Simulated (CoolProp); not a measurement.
Properties of n-dodecane at several states (Tc = 385.0 °C, pc = 18.18 bar, ω = 0.574).

Computed with CoolProp (reference Helmholtz-energy equation of state, Lemmon 2004). It is a short technical equation, of lower accuracy than the large ones.

| T (°C) | p (bar) | phase | cv (kJ/(kg K)) | Joule-Thomson coefficient (K/MPa) | expansivity (1/kK) | Prandtl number |
|---|---|---|---|---|---|---|
| 315.35 | 0.156 | gas | 2.762 | 12.89 | 1.733 | [?] |
| 120.25 | 64.1 | liquid | 2.185 | -0.3351 | 1.057 | 9.94 |
| 275.25 | 33.9 | liquid | 2.744 | 0.006154 | [?] | [?] |

Task: Complete the blanks.

Result: 
- 315.35, Prandtl number: 0.758
- 275.25, expansivity (1/kK): 1.843
- 275.25, Prandtl number: 5.00

Viscosity comes from a separate model (Huber 2004). Thermal conductivity comes from a separate model (Huber 2004).
